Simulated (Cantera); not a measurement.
A Cantera script and what it prints.

```python
import numpy as np
import cantera as ct

gas_names = """
    CL CLO CL2 O O2 O3 Ti TiCL TiCL2 TiCL3 TiCL4 TiO TiOCL TiOCL2 TiO2
""".split()
cond_names = """
    Ti(a) Ti(b) Ti(L) TiCL2(s) TiCL3(s) TiCL4(L) TiO(a) TiO(b) TiO(L) TiO2(ru) TiO2(L) Ti2O3(a) Ti2O3(b)
    Ti2O3(L) Ti3O5(a) Ti3O5(b) Ti3O5(L) Ti4O7(s) Ti4O7(L)
""".split()


# ... load() reads the species with a 1 bar reference pressure and builds the phases ...
atoms = {
    'TiCl4': {'Ti': 1, 'CL': 4},
    'O2': {'O': 2},
}
top_T = {'TiCL2(s)': 1300, 'TiCL3(s)': 1000}  # K; cautious upper limits of use, not melting points


# ... equilibrate(T, P, feed) seeds the gas with the atoms and calls Mixture.equilibrate('TP', solver="vcs", rtol=1e-11, max_steps=5000) ...
results = []
T = 1325  # K
P = 1700  # Pa
for m in [1, 1.2, 1.5, 1.7, 2.1, 2.5, 3, 3.6, 4.3, 5.1, 6.1]:
    feed = {'TiCl4': 1, 'O2': m}  # mol
    mix = equilibrate(T, P, feed)
    results.append((T, P, feed, dict(zip(mix.species_names, mix.species_moles))))

top = {s: max(r[3][s] / sum(r[3][g] for g in gas_names) for r in results) for s in gas_names}
cols = sorted((s for s in top if top[s] > 0.0001), key=lambda s: -top[s])[:7]
seen = [c for c in cond_names if any(r[3].get(c, 0) > 1e-12 for r in results)]
print("log10 of partial pressures in bar; condensed amounts in mol")
print(f"{'n(O2)':>10s}" + "".join(f"{s[:9]:>10s}" for s in cols + seen))
for T, P, feed, n in results:
    ng = sum(n[g] for g in gas_names)
    print(f"{feed['O2']:10.4g}" + "".join(f"{np.log10(max(n[s] / ng * P / 1e5, 1e-99)):10.3f}" for s in cols)
          + "".join(f"{n.get(c, 0):10.4g}" for c in seen))
```

Output:

```
log10 of partial pressures in bar; condensed amounts in mol
     n(O2)       CL2        O2        CL     TiCL4       CLO  TiO2(ru)
         1    -1.829    -3.832    -2.726    -3.831    -6.142    0.9816
       1.2    -1.863    -2.831    -2.743    -4.899    -5.659    0.9983
       1.5    -1.919    -2.490    -2.771    -5.351    -5.516    0.9993
       1.7    -1.952    -2.377    -2.787    -5.531    -5.477    0.9995
       2.1    -2.013    -2.239    -2.818    -5.790    -5.438    0.9997
       2.5    -2.066    -2.156    -2.844    -5.980    -5.423    0.9998
         3    -2.125    -2.088    -2.874    -6.167    -5.419    0.9998
       3.6    -2.187    -2.034    -2.905    -6.345    -5.422    0.9999
       4.3    -2.251    -1.990    -2.937    -6.515    -5.432    0.9999
       5.1    -2.314    -1.956    -2.968    -6.675    -5.447    0.9999
       6.1    -2.382    -1.926    -3.002    -6.842    -5.466    0.9999
```

Cantera equilibrium calculation (NASA polynomials, part measured and part estimated; ideal gas, pure solids and liquids).
